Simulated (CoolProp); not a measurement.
Computed with CoolProp (reference Helmholtz-energy equation of state, Platzer 1990). This equation is an older, rougher fit; its heat capacities, sound speeds and derivatives of the liquid may be far off and weren't checked against measurements.

**Question.** Give the vapour pressure (bar), liquid density (kg/m³), vapour Z, surface tension (mN/m) of saturated CF4 (R14) at -106.75, -78.75 °C.

**Answer.** 
```tsv
T (°C)	p (bar)	liquid density (kg/m³)	vapour Z	surface tension (mN/m)
-106.75	3.67	1480	0.908	8.29
-78.75	12.6	1290	0.772	3.88
```

Surface tension comes from a separate correlation (Mulero 2012).
